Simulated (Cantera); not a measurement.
## Dilute partial oxidation

An isothermal, constant-pressure homogeneous reactor starts with 0.209 % CH4, 0.199 % O2, 99.6 % N2, equivalence ratio 2.1, at 1473 K and 290000 Pa.

Model: GRI-Mech 3.0 (53 species, 325 reactions), integrated in Cantera.

```json
[
 {"t (s)": "0.000600", "x CH4": "0.00209", "x O2": "0.00199", "x N2O": "1.24e-11", "x CH3": "1.14e-6", "x NO2": "<1e-12", "x H2O2": "9.51e-12", "x H2": "3.92e-7"},
 {"t (s)": "0.00118", "x CH4": "0.00209", "x O2": "0.00199", "x N2O": "2.82e-11", "x CH3": "2.16e-6", "x NO2": "<1e-12", "x H2O2": "9.18e-12", "x H2": "8.33e-7"},
 {"t (s)": "0.00232", "x CH4": "0.00209", "x O2": "0.00199", "x N2O": "6.50e-11", "x CH3": "3.67e-6", "x NO2": "<1e-12", "x H2O2": "9.36e-12", "x H2": "1.90e-6"},
 {"t (s)": "0.00456", "x CH4": "0.00208", "x O2": "0.00199", "x N2O": "1.57e-10", "x CH3": "5.68e-6", "x NO2": "<1e-12", "x H2O2": "1.16e-11", "x H2": "4.86e-6"},
 {"t (s)": "0.00896", "x CH4": "0.00205", "x O2": "0.00198", "x N2O": "4.15e-10", "x CH3": "8.80e-6", "x NO2": "<1e-12", "x H2O2": "1.87e-11", "x H2": "1.50e-5"},
 {"t (s)": "0.0176", "x CH4": "0.00197", "x O2": "0.00195", "x N2O": "1.25e-9", "x CH3": "1.38e-5", "x NO2": "<1e-12", "x H2O2": "3.69e-11", "x H2": "5.98e-5"},
 {"t (s)": "0.0346", "x CH4": "0.00164", "x O2": "0.00179", "x N2O": "4.32e-9", "x CH3": "1.94e-5", "x NO2": "<1e-12", "x H2O2": "7.83e-11", "x H2": "0.000282"},
 {"t (s)": "0.0681", "x CH4": "0.000443", "x O2": "0.000615", "x N2O": "1.40e-8", "x CH3": "1.42e-5", "x NO2": "3.04e-11", "x H2O2": "1.52e-10", "x H2": "0.00127"},
 {"t (s)": "0.134", "x CH4": "0.000214", "x O2": "6.27e-5", "x N2O": "1.49e-9", "x CH3": "2.77e-6", "x NO2": "1.14e-11", "x H2O2": "9.32e-12", "x H2": "0.00137"},
 {"t (s)": "0.263", "x CH4": "0.000208", "x O2": "1.73e-5", "x N2O": "1.62e-10", "x CH3": "1.33e-6", "x NO2": "3.29e-12", "x H2O2": "1.55e-12", "x H2": "0.00137"},
 {"t (s)": "0.517", "x CH4": "0.000204", "x O2": "4.22e-6", "x N2O": "2.76e-11", "x CH3": "9.12e-7", "x NO2": "<1e-12", "x H2O2": "<1e-12", "x H2": "0.00140"},
 {"t (s)": "1.02", "x CH4": "0.000195", "x O2": "4.58e-7", "x N2O": "3.13e-12", "x CH3": "7.66e-7", "x NO2": "<1e-12", "x H2O2": "<1e-12", "x H2": "0.00145"},
 {"t (s)": "2.00", "x CH4": "0.000180", "x O2": "6.67e-9", "x N2O": "<1e-12", "x CH3": "6.80e-7", "x NO2": "<1e-12", "x H2O2": "<1e-12", "x H2": "0.00154"}
]
```
x: mole fraction; the columns are a selection and need not sum to one.

Equilibrium at this temperature and pressure: CH4 1.09e-12, O2 <1e-12, N2O <1e-12, CH3 <1e-12, NO2 <1e-12, H2O2 <1e-12, H2 0.00267 (gas phase only).
